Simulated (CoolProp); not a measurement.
Vapour-liquid equilibrium of n-pentane (1) + acetone (2) at 307.3 K; x and y are mole fractions of (1).

Values from CoolProp's multi-fluid Helmholtz-energy mixture model, Thol 2019 and Lemmon 2006; pair parameters Bell 2016.

Task: Give the bubble pressure and the first vapour's composition at x = 0.45, 0.65, 0.85. Is there an azeotrope?

Result: x = 0.45: 0.1039 MPa, y = 0.665; x = 0.65: 0.1068 MPa, y = 0.708; x = 0.85: 0.1058 MPa, y = 0.795. y crosses x between x = 0.65 and 0.75: the model has an azeotrope there.

Pair parameters are fitted to limited data, so mixtures are less certain than the pure fluids. With so large a gap from Raoult's law the liquid may split in two, which this calculation doesn't test in full.
